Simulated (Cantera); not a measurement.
Mixture: CH₄ : O₂ : N₂ = 1 : 3.77 : 16.2 (molar parts), at 0.330 bar, adiabatic and at constant pressure. Ignition delay is the time to a rise of 400 K.

Model: GRI-Mech 3.0 (53 species, 325 reactions), integrated in Cantera.

Predict: delay at 1275 K; delay at 1475 K; delay at 1675 K; delay at 1875 K; apparent activation energy between 1775 and 1975 K.


| Property | Value |
|---|---|
| delay at 1275 K | 30.5 ms |
| delay at 1475 K | 3.22 ms |
| delay at 1675 K | 0.705 ms |
| delay at 1875 K | 0.226 ms |
| apparent activation energy between 1775 and 1975 K | 150 kJ/mol |
